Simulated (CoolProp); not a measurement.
Computed with CoolProp (reference Helmholtz-energy equation of state, Setzmann 1991).

Task: For methane, give the phase and the density (kg/m³), expansivity (1/kK), Prandtl number at 179.8 K and 1.92 MPa; 179.8 K and 2.11 MPa.

Result: 
- 179.8 K and 1.92 MPa: gas; density 25.6, expansivity 10.6, Prandtl number 0.940
- 179.8 K and 2.11 MPa: gas; density 29.0, expansivity 11.7, Prandtl number 0.979

Viscosity comes from a separate model (Quiñones-Cisneros 2006). Thermal conductivity comes from a separate model (Friend 1989).
